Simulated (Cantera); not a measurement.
An adiabatic, constant-pressure homogeneous reactor starts with 6.87 % CH4, 19.6 % O2, 73.5 % N2, equivalence ratio 0.70, at 1375 K and 170000 Pa.

Cantera simulation using GRI-Mech 3.0 (53 species, 325 reactions); the numbers are that mechanism's predictions, not measurements.

One state of this run: T (K) = 1406; x CH4 = 0.0627; x O2 = 0.192; x CH2O = 0.00166; x C2H6 = 0.000907; x CH3 = 0.000229. x: mole fraction; the columns are a selection and need not sum to one.

Task: Which value of t (s) does it belong to?
(A) 0.00222
(B) 0.000226
(C) 0.0102
(D) 0.00475

Result: A, 0.00222
